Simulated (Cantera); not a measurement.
A perfectly stirred reactor is fed with 7.60 % CH4, 0.692 % CO, 18.3 % O2, 68.8 % N2, 4.56 % CO2, at 840000 Pa; it is adiabatic with a 675 K inlet, and is followed from long to short residence time, starting on the burning branch (τ in s: 0.23, 0.093, 0.038, 0.015, 0.0062, 0.0025, 0.001, 0.00042, 0.00017, 6.9e-05, 2.8e-05, 1.1e-05).

Detailed kinetics in Cantera: GRI-Mech 3.0 (53 species, 325 reactions).

**Question.** Predict: blow-out, bracketed by the residence times tried; x(CH4) at τ = 0.230 s; x(CO) at τ = 0.230 s; x(O2) at τ = 0.230 s; x(CH2O) at τ = 0.230 s; x(CH4) at τ = 1.00 ms; x(CO) at τ = 1.00 ms; x(O2) at τ = 1.00 ms; x(C2H6) at τ = 1.00 ms; x(CH2O) at τ = 1.00 ms.

**Answer.** 
- blow-out, bracketed by the residence times tried = burning at 28.0 µs, out at 11.0 µs
- x(CH4) at τ = 0.230 s = 2.66e-7
- x(CO) at τ = 0.230 s = 0.00224
- x(O2) at τ = 0.230 s = 0.0266
- x(CH2O) at τ = 0.230 s = 4.42e-8
- x(CH4) at τ = 1.00 ms = 3.97e-5
- x(CO) at τ = 1.00 ms = 0.00557
- x(O2) at τ = 1.00 ms = 0.0300
- x(C2H6) at τ = 1.00 ms = 1.27e-9
- x(CH2O) at τ = 1.00 ms = 6.96e-6
